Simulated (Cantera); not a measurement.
Input: 1 mol Si, 1.9 mol Cl2, 0.58 mol H2, held at 725 °C and 25.0 bar.

Cantera equilibrium calculation (NASA polynomials, part measured and part estimated; ideal gas, pure solids and liquids). Candidate condensed phases: Si; 19 gas species. The tables' values for SiCl3 are old estimates; treat these amounts as uncertain. The numbers say what is thermodynamically allowed, not how fast it happens.

Base state: SiCl4 0.535, H2 0.316, SiHCl3 0.135, HCl 0.00866, SiH2Cl2 0.00369, SiCl3 0.000817, SiCl2 3.06e-5, SiH3Cl 2.56e-5 (mole fractions); condensed: gas only.

Question: What changes in the equilibrium state with this change: temperature from 725 °C to 300 °C?

Answer: 
```tsv
species	before	after
SiCl4	0.535	0.542
H2	0.316	0.324
SiHCl3	0.135	0.132
HCl	0.00866	1.88e-5
SiCl2	3.06e-5	<1e-9
SiCl3	0.000817	5.38e-8
SiH3Cl	2.56e-5	3.13e-6
SiH2Cl2	0.00369	0.00148
```

Question: What changes in the equilibrium state with this change: temperature from 725 °C to 227 °C?

Answer: 
```
species    before    after
-------  --------  -------
SiCl4       0.535    0.542
H2          0.316    0.324
SiHCl3      0.135    0.133
HCl       0.00866  2.11e-6
SiCl3    0.000817  2.01e-9
SiCl2     3.06e-5    <1e-9
SiH3Cl    2.56e-5  1.62e-6
SiH2Cl2   0.00369  0.00112
```

Question: What changes in the equilibrium state with this change: Cl2 from 1.9 to 0.86 mol?

Answer: 
```
species       before     after
----------  --------  --------
H2             0.316     0.488
SiCl4          0.535     0.289
SiHCl3         0.135     0.202
SiH2Cl2      0.00369    0.0152
SiH3Cl       2.56e-5  0.000291
SiCl2        3.06e-5   8.14e-5
HCl          0.00866   0.00484
SiCl3       0.000817  0.000979
Si(s), mol         0     0.515
```
